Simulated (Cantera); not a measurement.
An isothermal, constant-pressure homogeneous reactor starts with CH₂O : O₂ : N₂ = 0.0048 : 0.0039 : 1 (molar parts), equivalence ratio 1.2, at 1298 K and 1280 Torr.

Computed with Cantera and GRI-Mech 3.0 (53 species, 325 reactions).

x: mole fraction; the columns are a selection and need not sum to one.

| t (s) | x CH₂O | x O₂ | x O | x NO | x CH₄ | x CO |
|---|---|---|---|---|---|---|
| 0.000800 | 0.00103 | 0.00334 | 1.34e-6 | 1.20e-11 | 1.49e-8 | 0.00369 |
| 0.00228 | 1.20e-10 | 0.000742 | 0.000149 | ? | <1e-12 | 0.00269 |
| 0.00651 | 3.37e-11 | 9.12e-5 | 1.83e-5 | 1.54e-6 | <1e-12 | 0.00137 |
| 0.0186 | 1.01e-11 | 3.79e-6 | 8.98e-7 | 1.59e-6 | <1e-12 | 0.00112 |
| 0.0530 | 3.34e-12 | 2.50e-7 | 6.26e-8 | 1.57e-6 | <1e-12 | 0.00109 |
| 0.151 | 1.43e-12 | 2.30e-8 | 5.47e-9 | 1.53e-6 | <1e-12 | 0.00109 |
| 0.431 | <1e-12 | 2.23e-9 | 4.51e-10 | 1.46e-6 | <1e-12 | 0.00109 |
| 1.23 | <1e-12 | 2.27e-10 | 3.74e-11 | 1.35e-6 | <1e-12 | 0.00109 |
| 3.51 | <1e-12 | 2.74e-11 | 4.74e-12 | ? | <1e-12 | 0.00109 |
| 10.0 | <1e-12 | 4.56e-12 | 1.18e-12 | ? | <1e-12 | 0.00109 |

**Question.** Complete the blanks.

**Answer.** 
- 0.00228, x NO: 1.05e-6
- 3.51, x NO: 1.23e-6
- 10.0, x NO: 1.10e-6
